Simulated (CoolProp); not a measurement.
n-perfluorohexane along the isotherm 309.1 K: density (kg/m³) from the reference equation and from simpler models built on Tc = 448.0 K, pc = 1.742 MPa, ω = 0.497; each cubic takes its own stable root.

Computed with CoolProp (reference Helmholtz-energy equation of state, Gao 2022).

```tsv
p (MPa)	phase	reference	van der Waals	Soave-Redlich-Kwong	Peng-Robinson
0.0871	liquid	1644	11.89	1425	1611
0.174	liquid	1644	24.76	1426	1612
0.261	liquid	1645	38.97	1427	1612
0.348	liquid	1645	910.5	1428	1613
0.435	liquid	1646	912.5	1429	1614
0.522	liquid	1646	914.4	1429	1615
0.61	liquid	1647	916.3	1430	1615
0.697	liquid	1647	918.2	1431	1616
0.784	liquid	1647	920.0	1432	1617
0.871	liquid	1648	921.8	1433	1618
```

At some of these states van der Waals gives the other phase, because its saturation line lies elsewhere.
